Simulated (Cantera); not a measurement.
Feed: 1 mol CCl4, 0.49 mol Si, 0.099 mol H2, 0.011 mol F2, held at 977 °C and 75.0 Torr.

These are equilibrium values from Cantera (NASA tables, ideal gas, pure condensed phases), not measurements of a reactor. Candidate condensed phases: C, C6H6, C7H8, C8H18, Si, SiC; 143 gas species. Kinetics and transport are ignored.

Base state: Cl2 0.561, SiCl4 0.296, HCl 0.121, Cl 0.0185, SiF4 0.00332, HF 0.000161, CCl4 2.56e-5 (mole fractions); condensed: C(graphite).

Task: What changes in the equilibrium state with this change: temperature from 977 °C to 2350 °C?

Result: 
| species | before | after |
|---|---|---|
| Cl | 0.0185 | 0.799 |
| SiCl2 | <1e-9 | 0.122 |
| HCl | 0.121 | 0.0545 |
| Cl2 | 0.561 | 0.00305 |
| SiCl4 | 0.296 | 0.000977 |
| SiCl3 | 5.31e-7 | 0.0146 |
| SiF2 | <1e-9 | 0.00149 |
| SiCl | <1e-9 | 0.00115 |
| C(graphite), mol | 1.000 | 0.999 |
The tables' values for SiCl3, SiF2, SiCl, SiF3, SiF are old estimates; treat these amounts as uncertain.

Task: What changes in the equilibrium state with this change: temperature from 977 °C to 2627 °C?

Result: 
| species | before | after |
|---|---|---|
| Cl | 0.0185 | 0.809 |
| SiCl2 | <1e-9 | 0.110 |
| HCl | 0.121 | 0.0469 |
| Cl2 | 0.561 | 0.00102 |
| SiCl4 | 0.296 | 3.76e-5 |
| SiCl | <1e-9 | 0.00881 |
| Si | <1e-9 | 0.00585 |
| C(graphite), mol | 1.000 | 0.956 |
The tables' values for SiCl, SiCl3, SiF, SiF2, SiF3 are old estimates; treat these amounts as uncertain.

Task: What changes in the equilibrium state with this change: pressure from 75.0 Torr to 750 Torr?

Result: 
```
species             before     after
----------------  --------  --------
Cl2                  0.561     0.570
SiCl4                0.296     0.298
HCl                  0.121     0.122
Cl                  0.0185   0.00589
CCl4               2.56e-5  0.000265
HF                0.000161  0.000162
SiF4               0.00332   0.00334
C(graphite), mol     1.000     1.000
```
Gases not in the tables: chlorinated aromatics.
